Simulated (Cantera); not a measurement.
**Premixed flame**

A freely propagating, adiabatic, planar premixed flame of 33.2 % H2, 9.24 % O2, 34.6 % N2, 22.9 % H2O, unburnt at 475 K and 1000000 Pa; mixture-averaged transport, grid criteria slope 0.08 and curve 0.16, no radiation.

Cantera simulation using the H2/O2 subset of GRI-Mech 3.0, which has no nitrogen chemistry; the numbers are that mechanism's predictions, not measurements. The hydrogen kinetics of GRI-Mech 3.0 are dated; newer H2 mechanisms differ, most at raised pressure. Burning velocities carry a grid error of a few per cent, more on coarse grids.

| z (mm) | T (K) | u (m/s) | x H2 | x O2 | x H2O | x O | x HO2 | x H2O2 |
|---|---|---|---|---|---|---|---|---|
| -0.135 | 476 | 0.941 | 0.330 | 0.0927 | 0.230 | <1e-8 | 7.97e-8 | 1.03e-7 |
| -0.0901 | 482 | 0.945 | 0.323 | 0.0936 | 0.233 | <1e-8 | 1.13e-6 | 1.45e-6 |
| -0.0676 | 500 | 0.968 | 0.312 | 0.0947 | 0.238 | <1e-8 | 6.85e-6 | 8.72e-6 |
| -0.0451 | 568 | 1.07 | 0.289 | 0.0956 | 0.252 | <1e-8 | 4.75e-5 | 5.50e-5 |
| -0.0225 | 860 | 1.56 | 0.242 | 0.0847 | 0.297 | 5.87e-7 | 0.000522 | 0.000376 |
| -0.0113 | 1164 | 2.09 | 0.212 | 0.0636 | 0.344 | 2.40e-5 | 0.000998 | 0.000511 |
| 0 | 1468 | 2.62 | 0.184 | 0.0358 | 0.397 | 0.000118 | 0.000532 | 0.000101 |
| 0.0113 | 1642 | 2.94 | 0.165 | 0.0158 | 0.432 | 0.000122 | 0.000196 | 1.07e-5 |
| 0.0225 | 1722 | 3.08 | 0.157 | 0.00640 | 0.449 | 7.08e-5 | 7.25e-5 | 4.33e-6 |
| 0.0451 | 1776 | 3.18 | 0.153 | 0.00121 | 0.458 | 2.21e-5 | 1.25e-5 | 1.12e-6 |
| 0.0901 | 1804 | 3.22 | 0.153 | 0.000104 | 0.461 | 5.47e-6 | 9.78e-7 | 1.95e-7 |
| 0.180 | 1817 | 3.24 | 0.154 | 6.98e-6 | 0.461 | 1.19e-6 | 6.10e-8 | 3.55e-8 |
| 0.360 | 1822 | 3.25 | 0.154 | 7.55e-7 | 0.462 | 2.30e-7 | <1e-8 | <1e-8 |
x: mole fraction of selected species; z is measured from the peak of heat release.

```yaml
laminar_burning_velocity: 94.2 cm/s
thermal_thickness: 0.0451 mm
peak x(O): 0.000135
peak x(HO2): 0.00100
peak x(H2O2): 0.000534
grid_points: 113
```
